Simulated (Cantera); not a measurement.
An adiabatic, constant-volume homogeneous reactor starts with CH₄ : O₂ : N₂ : CO₂ = 1 : 2.27 : 8.55 : 0.86 (molar parts), equivalence ratio 0.88, at 1675 K and 61000 Pa. Integrator tolerance rtol = 1e-08.

Detailed kinetics in Cantera: GRI-Mech 3.0 (53 species, 325 reactions).

Problem. What does this change do: initial temperature 1675 to 1800 K?

Solution. 
| quantity | before | after |
|---|---|---|
| time of steepest temperature rise | 0.405 ms | 0.179 ms |
| temperature at 0.500 s | 2750 K | 2782 K |
| equilibrium temperature | 2750 K | 2782 K |
| x(CH₄) at 0.500 s | <1e-12 (gas-phase equilibrium <1e-12) | <1e-12 (gas-phase equilibrium <1e-12) |
| x(O₂) at 0.500 s | 0.0381 (gas-phase equilibrium 0.0381) | 0.0396 (gas-phase equilibrium 0.0396) |
| x(CO₂) at 0.500 s | 0.0866 (gas-phase equilibrium 0.0866) | 0.0812 (gas-phase equilibrium 0.0812) |
| x(CH₂CO) at 0.500 s | <1e-12 (gas-phase equilibrium <1e-12) | <1e-12 (gas-phase equilibrium <1e-12) |
| x(NO₂) at 0.500 s | 4.03e-6 (gas-phase equilibrium 4.03e-6) | 4.13e-6 (gas-phase equilibrium 4.13e-6) |
| x(HCO) at 0.500 s | 4.03e-8 (gas-phase equilibrium 4.03e-8) | 4.85e-8 (gas-phase equilibrium 4.85e-8) |
| x(N₂O) at 0.500 s | 6.77e-7 (gas-phase equilibrium 6.77e-7) | 7.00e-7 (gas-phase equilibrium 7.00e-7) |

Problem. What does this change do: initial temperature 1675 to 1448 K?

Solution. 
| quantity | before | after |
|---|---|---|
| time of steepest temperature rise | 0.405 ms | 2.97 ms |
| temperature at 0.500 s | 2750 K | 2688 K |
| equilibrium temperature | 2750 K | 2688 K |
| x(CH₄) at 0.500 s | <1e-12 (gas-phase equilibrium <1e-12) | <1e-12 (gas-phase equilibrium <1e-12) |
| x(O₂) at 0.500 s | 0.0381 (gas-phase equilibrium 0.0381) | 0.0352 (gas-phase equilibrium 0.0352) |
| x(CO₂) at 0.500 s | 0.0866 (gas-phase equilibrium 0.0866) | 0.0967 (gas-phase equilibrium 0.0967) |
| x(CH₂CO) at 0.500 s | <1e-12 (gas-phase equilibrium <1e-12) | <1e-12 (gas-phase equilibrium <1e-12) |
| x(NO₂) at 0.500 s | 4.03e-6 (gas-phase equilibrium 4.03e-6) | 3.81e-6 (gas-phase equilibrium 3.81e-6) |
| x(HCO) at 0.500 s | 4.03e-8 (gas-phase equilibrium 4.03e-8) | 2.75e-8 (gas-phase equilibrium 2.75e-8) |
| x(N₂O) at 0.500 s | 6.77e-7 (gas-phase equilibrium 6.77e-7) | 6.34e-7 (gas-phase equilibrium 6.34e-7) |
